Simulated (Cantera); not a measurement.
A closed system holds: 1 mol Si, 7.7 mol Cl2, 56 mol N2, held at 1698.15 K and 1.50 Torr.

Cantera equilibrium calculation (NASA polynomials, part measured and part estimated; ideal gas, pure solids and liquids). Candidate condensed phases: Si, Si3N4; 13 gas species. The tables' values for SiCl3 are old estimates; treat these amounts as uncertain. Kinetics and transport are ignored.

Base state: N2 0.816, Cl 0.167, SiCl4 0.0112, SiCl3 0.00236, Cl2 0.00155, SiCl2 0.000975 (mole fractions); condensed: gas only.

Q: What changes in the equilibrium state with this change: temperature from 1698.15 K to 473.15 K?

A: 
```csv
species,before,after
N2,0.816,0.893
Cl2,0.00155,0.0909
SiCl4,0.0112,0.0159
Cl,0.167,<1e-9
SiCl3,0.00236,<1e-9
SiCl2,0.000975,<1e-9
```

Q: What changes in the equilibrium state with this change: temperature from 1698.15 K to 725 K?

A: 
| species | before | after |
|---|---|---|
| N2 | 0.816 | 0.893 |
| Cl2 | 0.00155 | 0.0909 |
| SiCl4 | 0.0112 | 0.0159 |
| Cl | 0.167 | 9.25e-6 |
| SiCl3 | 0.00236 | <1e-9 |
| SiCl2 | 0.000975 | <1e-9 |

Q: What changes in the equilibrium state with this change: Cl2 from 7.7 to 1.6 mol?

A: 
```csv
species,before,after
N2,0.816,0.967
Cl,0.167,0.0153
SiCl2,0.000975,0.0131
SiCl4,0.0112,0.00126
Cl2,0.00155,1.29e-5
SiCl3,0.00236,0.00289
```
